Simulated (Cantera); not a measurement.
Cantera run, input and output.

```python
import numpy as np
import cantera as ct

gas = ct.Solution("gri30.yaml")
gas.TPX = 1125, 13332, {'C2H6': 1, 'N2': 62}
reactor = ct.IdealGasConstPressureReactor(gas, energy="off", clone=False)
net = ct.ReactorNet([reactor])
net.rtol, net.atol = 1e-08, 1e-18
show = ['C2H6', 'CH4', 'H2', 'C2H4', 'CH3', 'H']
times = np.geomspace(0.0008, 100, 11)

steps = ct.SolutionArray(gas, extra=["t"])
rows = []
print(f"{'t/s':>10s}{'T/K':>9s}{'P/Pa':>11s}" + "".join(f"{s:>11s}" for s in show))
for t in times:
    while net.time < t:
        t_next = net.step()
        steps.append(gas.state, t=t_next)
    rows.append([np.interp(t, steps.t, y) for y in (steps.T, steps.P, *steps(*show).X.T)])
    print(f"{t:10.3e}{rows[-1][0]:9.1f}{rows[-1][1]:11.4g}" + "".join(f"{x:11.3e}" for x in rows[-1][2:]))
rate = np.gradient(steps.T, steps.t)
print("integrator steps:", len(steps.t))
if steps.T.max() > steps.T[0] + 200:
    print(f"time of steepest temperature rise: {steps.t[rate.argmax()]:.4e} s")
gas.TPX = 1125, 13332, {'C2H6': 1, 'N2': 62}
gas.equilibrate("TP")
print(f"equilibrium (TP): T = {gas.T:.1f} K  " + "  ".join(f"{s} {gas[s].X[0]:.3e}" for s in show))
```

Result:

```
       t/s      T/K       P/Pa       C2H6        CH4         H2       C2H4        CH3          H
 8.000e-04   1125.0  1.333e+04  1.587e-02  1.184e-07  2.373e-07  2.528e-07  1.081e-06  1.578e-08
 2.587e-03   1125.0  1.333e+04  1.586e-02  1.065e-06  7.172e-06  7.332e-06  2.790e-06  1.369e-07
 8.365e-03   1125.0  1.333e+04  1.573e-02  8.291e-06  1.252e-04  1.275e-04  6.438e-06  5.359e-07
 2.705e-02   1125.0  1.333e+04  1.497e-02  5.409e-05  8.246e-04  8.413e-04  9.644e-06  7.493e-07
 8.747e-02   1125.0  1.333e+04  1.246e-02  2.251e-04  3.162e-03  3.166e-03  8.771e-06  8.450e-07
 2.828e-01   1125.0  1.333e+04  6.198e-03  7.515e-04  9.264e-03  8.590e-03  5.919e-06  1.069e-06
 9.146e-01   1125.0  1.333e+04  6.276e-04  1.378e-03  1.639e-02  1.148e-02  1.488e-06  7.978e-07
 2.958e+00   1125.0  1.333e+04  3.929e-05  1.479e-03  1.937e-02  9.437e-03  3.376e-07  2.426e-07
 9.564e+00   1125.0  1.333e+04  8.671e-06  1.501e-03  2.153e-02  7.244e-03  1.550e-07  1.225e-07
 3.092e+01   1125.0  1.333e+04  5.233e-06  1.526e-03  2.438e-02  4.269e-03  1.248e-07  1.082e-07
 1.000e+02   1125.0  1.333e+04  2.747e-06  1.563e-03  2.636e-02  2.173e-03  9.572e-08  8.699e-08
integrator steps: 1083
equilibrium (TP): T = 1125.0 K  C2H6 5.290e-07  CH4 5.072e-03  H2 2.289e-02  C2H4 4.384e-04  CH3 7.600e-08  H 1.853e-08
```

Cantera simulation using GRI-Mech 3.0 (53 species, 325 reactions); the numbers are that mechanism's predictions, not measurements. GRI-Mech 3.0 stops at C3 and has no aromatics, soot or wall deposition, so with more carbon than oxygen in the feed, carbon stays in small species such as C2H2 where larger ones or solid carbon would form.
